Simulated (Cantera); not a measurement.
Cantera run, input and output.

```python
import numpy as np
import cantera as ct

gas = ct.Solution("h2o2.yaml")
gas.TPX = 675, 1000000, {'H2': 1, 'O2': 0.556, 'N2': 1.56}
flame = ct.FreeFlame(gas, width=0.008)
flame.set_refine_criteria(ratio=3, slope=0.08, curve=0.16)
flame.transport_model = "mixture-averaged"
flame.solve(loglevel=0, auto=True)
flame.transport_model = "multicomponent"
flame.soret_enabled = False
flame.solve(loglevel=0, refine_grid=True)
z, T = flame.grid, flame.T
thick = (T[-1] - T[0]) / np.gradient(T, z).max()
show = ['H2', 'O2', 'O', 'HO2', 'H', 'H2O2']
print(f"laminar burning velocity  {flame.velocity[0] * 100:.3f} cm/s")
print(f"burnt temperature         {T[-1]:.1f} K")
print(f"thermal thickness         {thick * 1e3:.4f} mm")
print(f"grid points               {len(z)}")
z0 = z[flame.heat_release_rate.argmax()]
print(f"{'z/mm':>9s}{'T/K':>9s}{'u/(m/s)':>9s}" + "".join(f"{s:>11s}" for s in show))
rows = []
for k in (-3, -2, -1.5, -1, -0.5, -0.25, 0, 0.25, 0.5, 1, 2, 4, 8):
    zz = z0 + k * thick
    rows.append([k * thick, np.interp(zz, z, T), np.interp(zz, z, flame.velocity),
                 *(np.interp(zz, z, flame.X[gas.species_index(s)]) for s in show)])
    print(f"{rows[-1][0] * 1e3:9.3f}{rows[-1][1]:9.1f}{rows[-1][2]:9.3f}" + "".join(f"{x:11.3e}" for x in rows[-1][3:]))
```

Output:

```
laminar burning velocity  959.889 cm/s
burnt temperature         2779.8 K
thermal thickness         0.0233 mm
grid points               106
     z/mm      T/K  u/(m/s)         H2         O2          O        HO2          H       H2O2
   -0.070    675.0    9.599  3.209e-01  1.784e-01  3.520e-13  1.027e-10  1.518e-14  1.644e-12
   -0.047    675.0    9.598  3.209e-01  1.784e-01  8.387e-11  1.116e-08  3.652e-12  1.853e-10
   -0.035    675.0    9.597  3.208e-01  1.785e-01  1.198e-09  1.086e-07  5.813e-11  1.855e-09
   -0.023    675.9    9.595  3.196e-01  1.788e-01  6.768e-08  4.985e-06  1.045e-08  9.011e-08
   -0.012    727.3   10.117  3.028e-01  1.811e-01  1.799e-05  7.689e-04  8.405e-05  2.303e-05
   -0.006   1037.0   13.846  2.514e-01  1.735e-01  5.609e-04  1.394e-03  3.341e-03  1.220e-04
    0.000   1545.9   19.893  1.588e-01  1.322e-01  4.507e-03  7.310e-04  1.775e-02  2.672e-05
    0.006   1916.1   24.300  8.423e-02  7.968e-02  9.443e-03  3.442e-04  2.909e-02  6.237e-06
    0.012   2121.5   26.718  5.382e-02  5.317e-02  1.144e-02  1.761e-04  2.867e-02  4.437e-06
    0.023   2331.5   29.074  3.903e-02  3.883e-02  1.035e-02  8.450e-05  2.072e-02  3.120e-06
    0.047   2521.0   31.071  3.055e-02  3.285e-02  7.053e-03  4.390e-05  1.205e-02  2.405e-06
    0.093   2665.0   32.519  2.240e-02  2.886e-02  4.403e-03  2.641e-05  6.410e-03  2.098e-06
    0.186   2748.8   33.335  1.648e-02  2.639e-02  3.012e-03  2.033e-05  3.734e-03  2.079e-06
```

Model: the H2/O2 subset of GRI-Mech 3.0, which has no nitrogen chemistry, integrated in Cantera. The hydrogen kinetics of GRI-Mech 3.0 are dated; newer H2 mechanisms differ, most at raised pressure. Burning velocities carry a grid error of a few per cent, more on coarse grids.
